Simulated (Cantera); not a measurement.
A closed system holds: 1 mol trisilylamine, a varied amount of N2, held at 1000 K and 750 Torr.

These are equilibrium values from Cantera (NASA tables, ideal gas, pure condensed phases), not measurements of a reactor. Candidate condensed phases: Si, Si3N4; 18 gas species. The feed counts by its element totals alone. Kinetics and transport are ignored.

Q: At 8.6 mol N2, list the 3 most abundant gas species with their mole fractions, and the condensed phases.

A: N2 0.612, H2 0.388, NH3 0.000110. Condensed: Si3N4(s).
